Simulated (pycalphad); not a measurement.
Source of the numbers: pycalphad with the COST 507 light-alloy database (1999); pressure 1 atm. The data set is of 1999 and partly superseded. Kinetics are ignored, which matters at the lower temperatures.

Molar enthalpy of Ti-1.4C (at.%) in equilibrium (SER reference):

```tsv
T (°C)	H (kJ/mol)	phases
2577	109.95	liquid
2457	104.43	liquid
2337	98.91	liquid
2217	93.39	liquid
2097	87.87	liquid
1977	82.35	liquid
1857	76.83	liquid
1737	71.31	liquid
1697	69.47	liquid
1657	52.88	bcc
1617	51.39	bcc
1497	47.08	bcc
1377	42.97	bcc
1257	38.92	bcc + fcc
1137	34.86	bcc + fcc
1017	30.96	bcc + fcc
897	23.54	hcp
777	19.35	hcp + fcc
657	15.29	hcp + fcc
537	11.41	hcp + fcc
417	7.69	hcp + fcc
297	4.15	hcp + fcc
```

Cooling from 1697 °C to 1657 °C, across the freezing range, releases 16.6 kJ/mol, or 350 J/g. The slope is 46 J/(mol K) in the liquid and 37 J/(mol K) just below the solidus, where it includes any heat of precipitation. Liquidus 1662 °C, solidus 1661 °C. Changes were sought between steps of 40 K, so a narrower field can be missed.

The fcc model also describes the rock-salt carbide or nitride (TiC, TiN, HfC).
